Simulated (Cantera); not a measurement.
Equilibrium for silicon epitaxy and polysilicon growth: Si2Cl6 + H2 + HCl

Input: 1 mol Si2Cl6, 33 mol H2, 0.04 mol HCl, held at 0.0133 bar.

Cantera equilibrium calculation (NASA polynomials, part measured and part estimated; ideal gas, pure solids and liquids). Candidate condensed phases: Si; 19 gas species. The feed counts by its element totals alone. The tables' values for SiCl3, SiCl are old estimates; treat these amounts as uncertain. Gases not in the tables: Si2H6 and higher silanes. Rates play no part.

| T (K) | x H2 | x HCl | x SiCl2 | x SiCl4 | x SiHCl3 | x SiCl3 | x H | n Si(s) | n Si(l) |
|---|---|---|---|---|---|---|---|---|---|
| 898 | 0.946 | 0.0101 | 0.000145 | 0.0341 | 0.00891 | 0.000320 | 9.22e-10 | 0.491 | 0 |
| 998 | 0.935 | 0.0250 | 0.00113 | 0.0299 | 0.00774 | 0.00118 | 1.80e-8 | 0.606 | 0 |
| 1098 | 0.915 | 0.0493 | 0.00540 | 0.0215 | 0.00580 | 0.00287 | 2.05e-7 | 0.748 | 0 |
| 1198 | 0.890 | 0.0765 | 0.0155 | 0.0101 | 0.00316 | 0.00420 | 1.55e-6 | 0.826 | 0 |
| 1298 | 0.874 | 0.0925 | 0.0260 | 0.00259 | 0.00110 | 0.00336 | 8.68e-6 | 0.811 | 0 |
| 1398 | 0.869 | 0.0964 | 0.0315 | 0.000487 | 0.000309 | 0.00189 | 3.82e-5 | 0.770 | 0 |
| 1498 | 0.869 | 0.0960 | 0.0340 | 9.76e-5 | 9.09e-5 | 0.00102 | 0.000139 | 0.732 | 0 |
| 1598 | 0.869 | 0.0946 | 0.0355 | 2.30e-5 | 3.03e-5 | 0.000574 | 0.000430 | 0.697 | 0 |
| 1698 | 0.868 | 0.0936 | 0.0363 | 6.38e-6 | 1.14e-5 | 0.000342 | 0.00117 | 0 | 0.672 |
| 1798 | 0.864 | 0.0977 | 0.0342 | 2.12e-6 | 4.67e-6 | 0.000211 | 0.00283 | 0 | 0.737 |
x: gas mole fraction; n: condensed amount in mol.

From 898 K to 1598 K the condensed part is Si(s). From 1698 K to 1798 K the condensed part is Si(l). The main Si-bearing gas is SiCl4 at 898 K and SiCl2 at 1798 K. The share of Si in condensed phases is highest at 1198 K (41.3 %) and lowest at 898 K (24.5 %).
